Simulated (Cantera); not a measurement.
## Zr + NH3 (tantalum, niobium, vanadium and zirconium in process gases)

Feed: 1 mol Zr, 0.22 mol NH3, held at 0.0100 bar.

Method: chemical equilibrium by Gibbs-energy minimisation in Cantera with the NASA 1993 tables (ideal gas, pure condensed phases). Candidate condensed phases: Zr, ZrN; 11 gas species. Mutual solubility and eutectic melting of coexisting phases are not modelled. ZrN: taken at fixed stoichiometry. Condensed phases not in the tables: N, O or C dissolved in the metal. Kinetics and transport are ignored.

From 1850 K to 2050 K the condensed part is Zr(β) + ZrN(s). From 2150 K to 2550 K the condensed part is Zr(l) + ZrN(s). The main Zr-bearing gas is Zr throughout.

```csv
T (K),x H2,x H,x Zr,x N2,x N,x NH,x NH2,x NH3,n Zr(β),n ZrN(s),n Zr(l)
1850,0.995,0.00537,1.30e-8,9.47e-10,<1e-12,<1e-12,<1e-12,8.05e-12,0.780,0.220,0
1950,0.989,0.0114,9.70e-8,1.03e-8,<1e-12,<1e-12,<1e-12,2.18e-11,0.780,0.220,0
2050,0.978,0.0224,5.93e-7,8.82e-8,5.42e-12,2.60e-12,4.41e-12,5.32e-11,0.780,0.220,0
2150,0.959,0.0413,3.02e-6,6.34e-7,5.39e-11,1.83e-11,1.92e-11,1.19e-10,0,0.220,0.780
2250,0.928,0.0716,1.27e-5,4.13e-6,4.54e-10,1.12e-10,7.50e-11,2.52e-10,0,0.220,0.780
2350,0.883,0.117,4.74e-5,2.29e-5,3.19e-9,5.77e-10,2.56e-10,4.87e-10,0,0.220,0.780
2450,0.818,0.182,0.000158,0.000110,1.91e-8,2.57e-9,7.65e-10,8.51e-10,0,0.220,0.780
2550,0.732,0.267,0.000479,0.000470,9.97e-8,9.99e-9,2.02e-9,1.34e-9,0,0.220,0.780
```
x: gas mole fraction; n: condensed amount in mol.
